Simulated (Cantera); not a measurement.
What does this Cantera script print?

```python
import numpy as np
import cantera as ct

gas_names = """
    AL ALCL ALCL2 ALCL3 ALH ALN AL2 AL2CL6 CL CL2 H HCL H2 N NH NH2 NH3 N2 N2H2 N2H4
""".split()
cond_names = """
    AL(cr) AL(L) ALCL3(s) ALCL3(L) ALN(s) NH4CL(a) NH4CL(b)
""".split()


# ... load() reads the species with a 1 bar reference pressure and builds the phases ...
atoms = {
    'AlCl3': {'AL': 1, 'CL': 3},
    'HCl': {'H': 1, 'CL': 1},
    'N2': {'N': 2},
}
top_T = {'ALN(s)': 2750}  # K; cautious upper limits of use, not melting points


# ... equilibrate(T, P, feed) seeds the gas with the atoms and calls Mixture.equilibrate('TP', solver="vcs", rtol=1e-11, max_steps=5000) ...
results = []
feed = {'AlCl3': 1, 'HCl': 1.8, 'N2': 730}  # mol
P = 1000  # Pa
for T in [1573, 1623, 1673, 1723, 1773, 1823, 1873, 1923, 1973, 2023, 2073, 2123, 2173]:
    mix = equilibrate(T, P, feed)
    results.append((T, P, feed, dict(zip(mix.species_names, mix.species_moles))))

top = {s: max(r[3][s] / sum(r[3][g] for g in gas_names) for r in results) for s in gas_names}
cols = sorted((s for s in top if top[s] > 1e-06), key=lambda s: -top[s])[:5]
seen = [c for c in cond_names if any(r[3].get(c, 0) > 1e-12 for r in results)]
print("log10 of partial pressures in bar; condensed amounts in mol")
print(f"{'T/K':>10s}" + "".join(f"{s[:9]:>10s}" for s in cols + seen))
for T, P, feed, n in results:
    ng = sum(n[g] for g in gas_names)
    print(f"{T:10.4g}" + "".join(f"{np.log10(max(n[s] / ng * P / 1e5, 1e-99)):10.3f}" for s in cols)
          + "".join(f"{n.get(c, 0):10.4g}" for c in seen))
```

It prints:

```
log10 of partial pressures in bar; condensed amounts in mol
       T/K        N2        CL       HCL      ALCL     ALCL3
      1573    -2.002    -5.695    -4.615    -6.401    -4.909
      1623    -2.002    -5.474    -4.616    -6.081    -4.941
      1673    -2.002    -5.266    -4.616    -5.802    -4.994
      1723    -2.002    -5.076    -4.617    -5.560    -5.076
      1773    -2.002    -4.911    -4.619    -5.352    -5.202
      1823    -2.002    -4.776    -4.622    -5.184    -5.392
      1873    -2.003    -4.676    -4.628    -5.060    -5.661
      1923    -2.003    -4.608    -4.638    -4.979    -6.008
      1973    -2.003    -4.563    -4.656    -4.931    -6.405
      2023    -2.003    -4.527    -4.684    -4.906    -6.816
      2073    -2.003    -4.494    -4.724    -4.892    -7.219
      2123    -2.003    -4.461    -4.778    -4.885    -7.607
      2173    -2.003    -4.429    -4.845    -4.882    -7.980
```

Method: chemical equilibrium by Gibbs-energy minimisation in Cantera with the NASA 1993 tables (ideal gas, pure condensed phases). The tables' values for AlCl2 are old estimates; treat these amounts as uncertain.
